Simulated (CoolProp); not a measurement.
A Linde-Hampson liquefier for ethylene: isothermal reversible compression at 320 K from 1 atm to 10 MPa, throttling to 1 atm, return gas leaving the recuperator 5 K below the feed. Each further row changes one setting.

Values from CoolProp's reference Helmholtz-energy equation of state, Smukala 2000.

```tsv
case	liquid yield per pass	compression work (kJ/kg of gas)
as stated	0.312	386
high pressure 20 MPa	?	?
warm-end temperature 350 K	?	440
warm-end gap 10 K	0.304	386
```

### Question
What belongs in the gaps?

### Answer

- high pressure 20 MPa, liquid yield per pass: 0.410
- high pressure 20 MPa, compression work (kJ/kg of gas): 418
- warm-end temperature 350 K, liquid yield per pass: 0.191
